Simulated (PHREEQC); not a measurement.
**Metal-bearing waste water: an equilibrium model**

Dissolve 79 mmol/kgw CdCl2, 6.1 mmol/kgw CuCl2, 10 mmol/kgw H2SO4 and 4.4 mmol/kgw NaCl at 25 °C. Closed to the air; pH follows from the charge balance.

Equilibrium calculation in PHREEQC: ion-association model, phreeqc.dat.

pH: 1.85
ionic strength: 0.138 mol/kgw
density: 1.011 g/cm³
total alkalinity: -20.0 meq/kg

| species | molality | activity | log γ |
|---|---|---|---|
| Cl- | 0.100 | 0.0744 | -0.129 |
| CdCl+ | 0.0492 | 0.0376 | -0.117 |
| H+ | 0.0174 | 0.0141 | -0.090 |
| Cd+2 | 0.0155 | 0.00529 | -0.468 |
| CdCl2 | 0.0113 | 0.0117 | 0.014 |
| Cu+2 | 0.00505 | 0.00185 | -0.437 |
| SO4-2 | 0.00440 | 0.00147 | -0.476 |
| Na+ | 0.00437 | 0.00335 | -0.115 |
| HSO4- | 0.00264 | 0.00202 | -0.117 |
| CdSO4 | 0.00217 | 0.00224 | 0.014 |
| CdCl3- | 0.000717 | 0.000548 | -0.117 |
| CuSO4 | 0.000538 | 0.000555 | 0.014 |
| CuCl+ | 0.000496 | 0.000370 | -0.127 |

Precipitation was switched off in this run. Complexes and solids missing from the database can't appear.
